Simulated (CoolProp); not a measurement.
Carbon monoxide along the isobar 14900 kPa: fugacity coefficient from the reference equation and from simpler models built on Tc = 132.9 K, pc = 3498 kPa, ω = 0.050; each cubic takes its own stable root.

Model: reference Helmholtz-energy equation of state, Lemmon 2006, in CoolProp. It is a short technical equation, of lower accuracy than the large ones.

```
T (K)          phase  reference  van der Waals  Redlich-Kwong  Peng-Robinson
-----  -------------  ---------  -------------  -------------  -------------
73.5          liquid   0.005299            ___       0.004277       0.005030
79.5          liquid    0.01103            ___            ___        0.01033
85.4          liquid        ___        0.07487            ___        0.01875
91.4          liquid    0.03383        0.09876        0.03304        0.03137
97.3          liquid    0.05222         0.1252        0.05235        0.04838
103.2         liquid    0.07583         0.1541        0.07725        0.07031
109.2         liquid     0.1052            ___         0.1082        0.09772
115.1         liquid        ___         0.2186         0.1436         0.1295
121           liquid     0.1773         0.2527         0.1832         0.1656
127           liquid        ___         0.2883         0.2270         0.2061
132.9  supercritical     0.2649         0.3239         0.2724         0.2488
138.8  supercritical     0.3118         0.3596         0.3191         0.2935
```

What belongs in the gaps?


- 73.5, van der Waals: 0.03754
- 79.5, van der Waals: 0.05462
- 79.5, Redlich-Kwong: 0.009740
- 85.4, reference: 0.02015
- 85.4, Redlich-Kwong: 0.01890
- 109.2, van der Waals: 0.1858
- 115.1, reference: 0.1390
- 127, reference: 0.2201
